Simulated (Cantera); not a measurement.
**Ignition delay**

Mixture: 5.27 % CH4, 19.9 % O2, 74.9 % N2, at 9.18 atm, adiabatic and at constant volume. Ignition delay is the time to a rise of 400 K.

Model: GRI-Mech 3.0 (53 species, 325 reactions), integrated in Cantera.

```json
[
 {"T0 (K)": "1275", "delay (ms)": "1.52"},
 {"T0 (K)": "1325", "delay (ms)": "0.867"},
 {"T0 (K)": "1375", "delay (ms)": "0.508"},
 {"T0 (K)": "1425", "delay (ms)": "0.306"},
 {"T0 (K)": "1475", "delay (ms)": "0.189"},
 {"T0 (K)": "1525", "delay (ms)": "0.120"},
 {"T0 (K)": "1575", "delay (ms)": "0.0778"},
 {"T0 (K)": "1625", "delay (ms)": "0.0518"}
]
```

- apparent activation energy between 1525 and 1625 K: 170 kJ/mol
